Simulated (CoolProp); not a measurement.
Model: reference Helmholtz-energy equation of state, Thol 2018, in CoolProp.

Problem. For hydrogen chloride, give the phase and the speed of sound (m/s), Joule-Thomson coefficient (K/MPa) at 227 K and 0.101 MPa.

Solution. 
- 227 K and 0.101 MPa: gas; speed of sound 267, Joule-Thomson coefficient 32.5
